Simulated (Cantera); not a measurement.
A closed system holds: 1 mol Fe₃O₄, a varied amount of C, 0.3 mol CO, at 1352 °C and 1.00 bar.

Cantera equilibrium calculation (NASA polynomials, part measured and part estimated; ideal gas, pure solids and liquids). Candidate condensed phases: C, Fe, Fe(CO)₅, FeO, Fe₂O₃, Fe₃O₄; 15 gas species. Mutual solubility and eutectic melting of coexisting phases are not modelled. The tables' stoichiometric FeO is somewhat more stable than real wüstite, so its field is too wide. FeO: taken at fixed stoichiometry. Kinetics and transport are ignored.

Question: Which condensed phases are stable at each of these points (n(C) (mol)): 0.43, 0.8, 1.2, 1.6, 1.9, 2.3, 2.7?

Answer: 
| n(C) (mol) | condensed phases | Fe condensed (%) |
|---|---|---|
| 0.43 | FeO(s) | 100.0 |
| 0.8 | FeO(s) | 100.0 |
| 1.2 | Fe(γ) + FeO(s) | 100.0 |
| 1.6 | Fe(γ) + FeO(s) | 100.0 |
| 1.9 | Fe(γ) + FeO(s) | 100.0 |
| 2.3 | Fe(γ) + FeO(s) | 100.0 |
| 2.7 | Fe(γ) + FeO(s) | 100.0 |

From 0.43 mol C to 0.8 mol C the condensed part is FeO(s). From 1.2 mol C to 2.7 mol C the condensed part is Fe(γ) + FeO(s).
